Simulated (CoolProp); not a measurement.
Vapour-liquid equilibrium of fluoroethane (R161) (1) + R134a (2) at 29.95 °C; x and y are mole fractions of (1).

Computed with CoolProp (multi-fluid Helmholtz-energy mixture model, Wu 2012 and Tillner-Roth 1994; pair parameters Bell 2016).

```json
[
 {"x": "0.05", "bubble pressure (bar)": "7.784", "y at the bubble point": "0.059", "dew pressure at overall composition x (bar)": "7.769", "liquid density (mol/L)": "11.77"},
 {"x": "0.125", "bubble pressure (bar)": "7.933", "y at the bubble point": "0.147", "dew pressure at overall composition x (bar)": "7.894", "liquid density (mol/L)": "[?]"},
 {"x": "0.2", "bubble pressure (bar)": "8.092", "y at the bubble point": "0.234", "dew pressure at overall composition x (bar)": "8.028", "liquid density (mol/L)": "12.17"},
 {"x": "0.275", "bubble pressure (bar)": "[?]", "y at the bubble point": "0.319", "dew pressure at overall composition x (bar)": "8.172", "liquid density (mol/L)": "12.37"},
 {"x": "0.35", "bubble pressure (bar)": "8.445", "y at the bubble point": "0.402", "dew pressure at overall composition x (bar)": "8.328", "liquid density (mol/L)": "12.58"},
 {"x": "0.425", "bubble pressure (bar)": "8.640", "y at the bubble point": "0.483", "dew pressure at overall composition x (bar)": "8.498", "liquid density (mol/L)": "12.79"},
 {"x": "0.5", "bubble pressure (bar)": "8.848", "y at the bubble point": "0.562", "dew pressure at overall composition x (bar)": "8.683", "liquid density (mol/L)": "13.01"},
 {"x": "0.575", "bubble pressure (bar)": "9.069", "y at the bubble point": "0.637", "dew pressure at overall composition x (bar)": "8.885", "liquid density (mol/L)": "13.23"},
 {"x": "0.65", "bubble pressure (bar)": "9.304", "y at the bubble point": "[?]", "dew pressure at overall composition x (bar)": "9.108", "liquid density (mol/L)": "13.46"},
 {"x": "0.725", "bubble pressure (bar)": "9.551", "y at the bubble point": "0.779", "dew pressure at overall composition x (bar)": "9.355", "liquid density (mol/L)": "13.69"},
 {"x": "0.8", "bubble pressure (bar)": "9.810", "y at the bubble point": "0.844", "dew pressure at overall composition x (bar)": "[?]", "liquid density (mol/L)": "13.92"},
 {"x": "0.875", "bubble pressure (bar)": "[?]", "y at the bubble point": "0.906", "dew pressure at overall composition x (bar)": "9.941", "liquid density (mol/L)": "14.16"},
 {"x": "0.95", "bubble pressure (bar)": "10.36", "y at the bubble point": "0.964", "dew pressure at overall composition x (bar)": "10.29", "liquid density (mol/L)": "14.41"}
]
```

Problem. Fill in the missing entries.

Solution. 
- 0.125, liquid density (mol/L): 11.97
- 0.275, bubble pressure (bar): 8.263
- 0.65, y at the bubble point: 0.710
- 0.8, dew pressure at overall composition x (bar): 9.631
- 0.875, bubble pressure (bar): 10.08

No azeotrope shows between x = 0.05 and 0.95.

Pair parameters are fitted to limited data, so mixtures are less certain than the pure fluids.
